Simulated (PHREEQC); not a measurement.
# City or well water: speciation

A made-up water analysis in mg/L, 20 °C, pH 7.27, pe 12.2: Na 5.01; K 0.0835; Ca 8.52; Mg 4.65; Cl 21.1; S(6) as SO4 12.3; Alkalinity as HCO3 9.72; Br 0.433; Ba 0.152; Sr 1.53.

Valence states are taken as typed.

All values are PHREEQC results (ion-association model, phreeqc.dat), not measurements.

No solid was allowed to form.

**Question.** Estimate the specific conductance, charge-balance error.

**Answer.** specific conductance 110 µS/cm; charge-balance error 2.4 %.

**Question.** In which forms is Sr present?

**Answer.** Sr+2 98 %, SrSO4 1.5 % of the Sr.
